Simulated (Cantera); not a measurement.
A closed system holds: 1 mol SiH₂Cl₂, 1.2 mol HCl, a varied amount of H₂, 0.038 mol Cl₂, held at 1075 K and 0.300 bar.

Equilibrium computed with Cantera from the NASA thermochemical tables; the gas is ideal and each condensed phase is pure. Candidate condensed phases: Si; 19 gas species. The tables' values for SiCl₃ are old estimates; treat these amounts as uncertain. Equilibrium is a limit: real reactors are often held back by kinetics, nucleation or transport.

x: gas mole fraction; n: condensed amount in mol.

```
n(H₂) (mol)   x H₂    x HCl     x SiCl₄    x SiHCl₃  n Si(s)
-----------  -----  -------  ----------  ----------  -------
55           0.973   0.0144     0.00606     0.00507    0.283
89           0.981   0.0122     0.00307     0.00306    0.355
120          0.984   0.0109     0.00193     0.00217    0.411
160          0.987  0.00968     0.00119     0.00151    0.474
190          0.989  0.00896    0.000869     0.00119    0.516
230          0.990  0.00817    0.000599    0.000902    0.565
260          0.991  0.00767    0.000465    0.000746    0.597
290          0.991  0.00723    0.000367    0.000625    0.626
330          0.992  0.00672  (withheld)  (withheld)    0.661
360          0.993  0.00638  (withheld)  (withheld)    0.685
400          0.993  0.00598    0.000171    0.000354    0.712
430          0.994  0.00571    0.000142    0.000308    0.731
```

What belongs in the gaps?


- 330, x SiCl₄: 0.000274
- 330, x SiHCl₃: 0.000502
- 360, x SiCl₄: 0.000223
- 360, x SiHCl₃: 0.000430
